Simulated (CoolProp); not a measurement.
Vapour-liquid equilibrium of cyclohexane (1) + dimethyl carbonate (2) at 359.7 K; x and y are mole fractions of (1).

Values from CoolProp's multi-fluid Helmholtz-energy mixture model, Zhou 2014 and Zhou 2011; pair parameters Bell 2016.

```
x     bubble pressure, mixture model (bar)  bubble pressure, Raoult's law (bar)  y, mixture model  y, Raoult's law
----  ------------------------------------  -----------------------------------  ----------------  ---------------
0.05                                 1.065                               0.9185             0.188            0.066
0.2                                  1.349                               0.9635             0.429            0.250
0.35                                 1.464                                1.008             0.522            0.418
0.5                                  1.507                                1.053             0.575            0.571
0.65                                 1.514                                1.098             0.624            0.712
0.8                                  1.476                                1.143             0.699            0.842
0.95                                 1.316                                1.188             0.876            0.962
```

The largest gap from Raoult's law is +45.2 % in bubble pressure, at x = 0.35. y crosses x between x = 0.5 and 0.65: the model has an azeotrope there.

The pair parameters rest on a limited set of measurements; away from them the model extrapolates.
